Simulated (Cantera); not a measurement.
An isothermal, constant-pressure homogeneous reactor starts with CH4 : CO2 = 1 : 0.35 (molar parts), at 2000 K and 0.132 atm.

Computed with Cantera and GRI-Mech 3.0 (53 species, 325 reactions). GRI-Mech 3.0 stops at C3 and has no aromatics, soot or wall deposition, so with more carbon than oxygen in the feed, carbon stays in small species such as C2H2 where larger ones or solid carbon would form.

x: mole fraction; the columns are a selection and need not sum to one.

```
t (s)        x CH4    x CO2      x H2     x CO     x HCO   x CH2CO
--------  --------  -------  --------  -------  --------  --------
8.00e-6      0.738    0.259  0.000888  8.02e-6  2.54e-10  3.46e-12
5.04e-5      0.721    0.257         ?        ?         ?         ?
0.000318         ?        ?         ?        ?         ?         ?
0.00201     0.0682   0.0841     0.507   0.0832   7.27e-7   8.07e-5
0.0126      0.0111  0.00728     0.526    0.180   1.60e-7   9.43e-5
0.0798     0.00465  0.00162     0.598    0.244   5.15e-8   1.32e-5
0.503     0.000399  5.79e-7     0.617    0.259   4.33e-8   6.73e-8
3.17      0.000341  1.42e-8     0.617    0.259   4.33e-8   5.42e-8
20.0      0.000341  1.42e-8     0.617    0.259   4.33e-8   5.42e-8
```

**Question.** Fill in the missing entries.

**Answer.** 
- 5.04e-5, x H2: 0.00859
- 5.04e-5, x CO: 0.000110
- 5.04e-5, x HCO: 1.42e-7
- 5.04e-5, x CH2CO: 1.71e-9
- 0.000318, x CH4: 0.391
- 0.000318, x CO2: 0.207
- 0.000318, x H2: 0.263
- 0.000318, x CO: 0.0101
- 0.000318, x HCO: 4.64e-6
- 0.000318, x CH2CO: 6.68e-6
